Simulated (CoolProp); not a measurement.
A closed Brayton cycle with nitrogen: compressor inlet 309.15 K and 6.7 MPa, high pressure 21.4 MPa, turbine inlet 855 K, compressor efficiency 0.89, turbine efficiency 0.9, recuperator effectiveness 0.95 (on enthalpy, no pinch check). Each further row changes one setting.

The numbers come from the reference Helmholtz-energy equation of state, Span 2000 in CoolProp.

```
case                           thermal efficiency (%)  net work (kJ/kg)  compressor to turbine work  compressor exit (K)  turbine exit (K)
-----------------------------  ----------------------  ----------------  --------------------------  -------------------  ----------------
as stated                                        35.6              90.9                        0.62                448.2             649.1
turbine inlet 805 K                              32.1              76.8                        0.66                448.2             609.3
compressor inlet 319.15 K                        33.8              85.8                        0.64                462.6             649.1
high pressure 18.2 MPa                           37.4              85.7                        0.59                426.0             674.6
recuperator effectiveness 0.5                    25.7              90.9                        0.62                448.2             649.1
```
